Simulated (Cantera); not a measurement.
SiH4 + N2 (silicon nitride deposition)

A closed system holds: 1 mol SiH4, 60 mol N2, at 7.50 Torr.

Method: chemical equilibrium by Gibbs-energy minimisation in Cantera with the NASA 1993 tables (ideal gas, pure condensed phases). Candidate condensed phases: Si, Si3N4; 18 gas species. The tables' values for SiN are old estimates; treat these amounts as uncertain. Rates play no part.

From 1377 °C to 1527 °C the condensed part is Si3N4(s). From 1577 °C to 1827 °C the condensed part is Si(l). The main Si-bearing gas is Si throughout. The share of Si in condensed phases is highest at 1377 °C (100.0 %) and lowest at 1827 °C (6.4 %).

```csv
T (°C),x N2,x H2,x Si,x H,x Si2N,n Si3N4(s),n Si(l)
1377,0.967,0.0325,4.61e-6,0.000164,9.86e-8,0.333,0
1427,0.967,0.0325,2.01e-5,0.000266,6.41e-7,0.333,0
1477,0.967,0.0324,8.06e-5,0.000419,3.73e-6,0.331,0
1527,0.967,0.0323,0.000298,0.000643,1.96e-5,0.326,0
1577,0.967,0.0317,0.000645,0.000960,3.70e-5,0,0.952
1627,0.966,0.0315,0.00126,0.00141,6.00e-5,0,0.909
1677,0.964,0.0311,0.00238,0.00202,9.47e-5,0,0.830
1727,0.962,0.0306,0.00435,0.00285,0.000146,0,0.692
1777,0.958,0.0299,0.00773,0.00392,0.000220,0,0.457
1827,0.951,0.0290,0.0133,0.00531,0.000324,0,0.0643
```
x: gas mole fraction; n: condensed amount in mol.
